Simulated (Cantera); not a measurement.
A Cantera script and its output.

```python
import numpy as np
import cantera as ct

gas = ct.Solution("h2o2.yaml")
gas.TPX = 350, 250000, {'H2': 1, 'O2': 0.179, 'N2': 0.671}
flame = ct.FreeFlame(gas, width=0.021)
flame.set_refine_criteria(ratio=3, slope=0.08, curve=0.16)
flame.transport_model = "mixture-averaged"
flame.solve(loglevel=0, auto=True)
z, T = flame.grid, flame.T
thick = (T[-1] - T[0]) / np.gradient(T, z).max()
show = ['H2', 'O2', 'O', 'HO2', 'H2O', 'H']
print(f"laminar burning velocity  {flame.velocity[0] * 100:.3f} cm/s")
print(f"burnt temperature         {T[-1]:.1f} K")
print(f"thermal thickness         {thick * 1e3:.4f} mm")
print(f"grid points               {len(z)}")
z0 = z[flame.heat_release_rate.argmax()]
print(f"{'z/mm':>9s}{'T/K':>9s}{'u/(m/s)':>9s}" + "".join(f"{s:>11s}" for s in show))
rows = []
for k in (-3, -2, -1.5, -1, -0.5, -0.25, 0, 0.25, 0.5, 1, 2, 4, 8):
    zz = z0 + k * thick
    rows.append([k * thick, np.interp(zz, z, T), np.interp(zz, z, flame.velocity),
                 *(np.interp(zz, z, flame.X[gas.species_index(s)]) for s in show)])
    print(f"{rows[-1][0] * 1e3:9.3f}{rows[-1][1]:9.1f}{rows[-1][2]:9.3f}" + "".join(f"{x:11.3e}" for x in rows[-1][3:]))
```

Output:

```
laminar burning velocity  301.720 cm/s
burnt temperature         1866.0 K
thermal thickness         0.1232 mm
grid points               118
     z/mm      T/K  u/(m/s)         H2         O2          O        HO2        H2O          H
   -0.369    350.0    3.017  5.405e-01  9.676e-02  3.207e-12  2.151e-11  3.881e-10  8.323e-16
   -0.246    350.0    3.017  5.405e-01  9.676e-02  1.924e-10  2.451e-09  3.676e-08  5.071e-14
   -0.185    350.3    3.019  5.404e-01  9.678e-02  2.069e-09  4.377e-08  5.632e-07  7.734e-13
   -0.123    352.7    3.036  5.397e-01  9.694e-02  3.185e-08  1.168e-06  1.275e-05  8.122e-11
   -0.062    432.0    3.644  5.276e-01  9.817e-02  4.488e-06  3.217e-04  2.611e-03  1.603e-05
   -0.031    729.0    5.953  4.954e-01  9.006e-02  1.089e-04  4.705e-04  2.841e-02  2.236e-03
    0.000   1085.9    8.676  4.476e-01  6.736e-02  5.260e-04  1.917e-04  8.054e-02  1.298e-02
    0.031   1338.8   10.635  4.005e-01  3.665e-02  8.990e-04  8.692e-05  1.404e-01  2.792e-02
    0.062   1478.9   11.743  3.721e-01  1.501e-02  6.199e-04  3.382e-05  1.810e-01  3.687e-02
    0.123   1593.2   12.620  3.586e-01  2.067e-03  1.595e-04  4.378e-06  2.060e-01  3.754e-02
    0.246   1676.6   13.215  3.623e-01  9.402e-05  5.610e-05  1.952e-07  2.109e-01  2.917e-02
    0.493   1746.7   13.700  3.686e-01  7.887e-06  2.771e-05  2.417e-08  2.123e-01  1.968e-02
    0.985   1798.5   14.052  3.737e-01  3.070e-06  1.158e-05  1.073e-08  2.134e-01  1.219e-02
```

Model: the H2/O2 subset of GRI-Mech 3.0, which has no nitrogen chemistry, integrated in Cantera. The hydrogen kinetics of GRI-Mech 3.0 are dated; newer H2 mechanisms differ, most at raised pressure. Burning velocities carry a grid error of a few per cent, more on coarse grids.
